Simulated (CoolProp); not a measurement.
Vapour-liquid equilibrium of ethane (1) + C3F8 (R218) (2) at 0.391 MPa; x and y are mole fractions of (1).

Computed with CoolProp (multi-fluid Helmholtz-energy mixture model, Bücker 2006 and Lemmon 2006; pair parameters Bell 2016).

Question: Give the bubble temperature and the first vapour's composition at x = 0.425, 0.725, 0.875. Is there an azeotrope?

Answer: x = 0.425: -50.8 °C, y = 0.897; x = 0.725: -55.4 °C, y = 0.935; x = 0.875: -57.3 °C, y = 0.960. No azeotrope shows between x = 0.05 and 0.95.

Pair parameters are fitted to limited data, so mixtures are less certain than the pure fluids. With so large a gap from Raoult's law the liquid may split in two, which this calculation doesn't test in full.
